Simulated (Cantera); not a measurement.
Predominance diagram of Sr at 1500 K against the partial pressures of O2 and Cl2 (log10, bar). Source: NASA polynomial tables (part measured, part estimated), evaluated in Cantera. Candidates: Sr(l), SrCl2(l), SrO(s). Only these pure phases compete in this equilibrium. Not in the tables: the peroxide, oxide halides.

Problem. Which phase is stable at these pairs, and which metal-bearing vapour leads over it? (-0.6, -3.5); (-4.4, -8.3); (-6, -9.5); (-6, -10.6); (1, -9.5); (0.2, -13); (-3.7, -10.6)

Solution. 
```json
[
 {"log p(O2)": "-0.6", "log p(Cl2)": "-3.5", "phase": "SrCl2(l)", "chief vapour": "SrCl2", "log p (bar)": "-3.4"},
 {"log p(O2)": "-4.4", "log p(Cl2)": "-8.3", "phase": "SrO(s)", "chief vapour": "SrCl2", "log p (bar)": "-3.5"},
 {"log p(O2)": "-6", "log p(Cl2)": "-9.5", "phase": "SrO(s)", "chief vapour": "SrCl2", "log p (bar)": "-3.9"},
 {"log p(O2)": "-6", "log p(Cl2)": "-10.6", "phase": "SrO(s)", "chief vapour": "SrCl2", "log p (bar)": "-5.0"},
 {"log p(O2)": "1", "log p(Cl2)": "-9.5", "phase": "SrO(s)", "chief vapour": "SrCl2", "log p (bar)": "-7.4"},
 {"log p(O2)": "0.2", "log p(Cl2)": "-13", "phase": "SrO(s)", "chief vapour": "SrCl2", "log p (bar)": "-10.5"},
 {"log p(O2)": "-3.7", "log p(Cl2)": "-10.6", "phase": "SrO(s)", "chief vapour": "SrCl2", "log p (bar)": "-6.2"}
]
```
